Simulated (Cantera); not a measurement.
What does this Cantera script print?

```python
import numpy as np
import cantera as ct

gas_names = """
    B BN BO BO2 B2 B2O B2O2 B2O3 N NO NO2 NO3 N2 N2O O O2 O3
""".split()
cond_names = """
    B(b) B(L) BN(s) B2O3(L)
""".split()


# ... load() reads the species with a 1 bar reference pressure and builds the phases ...
atoms = {
    'BN': {'B': 1, 'N': 1},
    'O2': {'O': 2},
}
top_T = {'BN(s)': 3200}  # K; cautious upper limits of use, not melting points


# ... equilibrate(T, P, feed) seeds the gas with the atoms and calls Mixture.equilibrate('TP', solver="vcs", rtol=1e-11, max_steps=5000) ...
results = []
feed = {'BN': 1, 'O2': 18}  # mol
P = 13  # Pa
for T in [750, 900, 1050, 1200, 1350, 1500, 1650, 1800, 1950, 2100]:
    mix = equilibrate(T, P, feed)
    results.append((T, P, feed, dict(zip(mix.species_names, mix.species_moles))))
    x = sorted(zip(gas.X, gas.species_names), reverse=True)
    print(f"T = {T:g} K  P = {P:g} Pa  gas = {mix.phase_moles(0):.4g} mol")
    print("   x: " + "  ".join(f"{s} {v:.3e}" for v, s in x if v > 0.001))
    print("   condensed (mol): " + ("  ".join(f"{mix.phase(i).name} {mix.phase_moles(i):.4g}"
          for i in range(1, mix.n_phases) if mix.phase_moles(i) > 1e-12) or "none"))
```

It prints:

```
T = 750 K  P = 13 Pa  gas = 17.75 mol
   x: O2 9.718e-01  N2 2.817e-02
   condensed (mol): B2O3(L) 0.5
T = 900 K  P = 13 Pa  gas = 17.75 mol
   x: O2 9.718e-01  N2 2.817e-02
   condensed (mol): B2O3(L) 0.5
T = 1050 K  P = 13 Pa  gas = 17.75 mol
   x: O2 9.718e-01  N2 2.816e-02
   condensed (mol): B2O3(L) 0.5
T = 1200 K  P = 13 Pa  gas = 17.75 mol
   x: O2 9.717e-01  N2 2.813e-02
   condensed (mol): B2O3(L) 0.4986
T = 1350 K  P = 13 Pa  gas = 17.85 mol
   x: O2 9.660e-01  N2 2.790e-02  B2O3 5.408e-03
   condensed (mol): B2O3(L) 0.3992
T = 1500 K  P = 13 Pa  gas = 18.27 mol
   x: O2 9.429e-01  N2 2.713e-02  B2O3 2.563e-02  BO2 3.471e-03
   condensed (mol): none
T = 1650 K  P = 13 Pa  gas = 18.31 mol
   x: O2 9.383e-01  N2 2.684e-02  B2O3 2.290e-02  BO2 8.815e-03  O 2.200e-03
   condensed (mol): none
T = 1800 K  P = 13 Pa  gas = 18.43 mol
   x: O2 9.257e-01  N2 2.634e-02  B2O3 1.818e-02  BO2 1.786e-02  O 1.027e-02  NO 1.595e-03
   condensed (mol): none
T = 1950 K  P = 13 Pa  gas = 18.74 mol
   x: O2 8.933e-01  O 3.742e-02  BO2 2.895e-02  N2 2.545e-02  B2O3 1.204e-02  NO 2.465e-03
   condensed (mol): none
T = 2100 K  P = 13 Pa  gas = 19.53 mol
   x: O2 8.175e-01  O 1.103e-01  BO2 3.715e-02  N2 2.389e-02  B2O3 6.265e-03  NO 3.419e-03  BO 1.523e-03
   condensed (mol): none
```

These are equilibrium values from Cantera (NASA tables, ideal gas, pure condensed phases), not measurements of a reactor.
